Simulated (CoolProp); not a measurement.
Vapour-liquid equilibrium of R13 (1) + propylene (2) at 0.0193 MPa; x and y are mole fractions of (1).

Model: multi-fluid Helmholtz-energy mixture model, Platzer 1990 and Lemmon 2013; pair parameters Bell 2016, in CoolProp. This equation is an older, rougher fit; its heat capacities, sound speeds and derivatives of the liquid may be far off and weren't checked against measurements.

```
x     bubble temperature (K)  y at the bubble point  dew temperature at overall composition x (K)  liquid density (mol/L)
----  ----------------------  ---------------------  --------------------------------------------  ----------------------
0.05                   186.4                  0.450                                         194.0                   15.55
0.15                   177.9                  0.733                                         192.3                   15.69
0.25                   173.8                  0.823                                         190.6                   15.72
0.35                   171.6                  0.864                                         188.6                   15.69
0.45                   170.1                  0.889                                         186.4                   15.65
0.55              (withheld)             (withheld)                                         183.9                   15.61
0.65                   168.3                  0.922                                         180.9              (withheld)
0.75                   167.5                  0.938                                         177.2                   15.53
0.85                   166.8                  0.958                                         172.4                   15.50
0.95                   165.9             (withheld)                                         167.0                   15.48
```

Problem. Some entries are withheld; supply them.

Solution. 
- 0.55, bubble temperature (K): 169.1
- 0.55, y at the bubble point: 0.907
- 0.65, liquid density (mol/L): 15.56
- 0.95, y at the bubble point: 0.983

No azeotrope shows between x = 0.05 and 0.95.

The pair parameters rest on a limited set of measurements; away from them the model extrapolates.
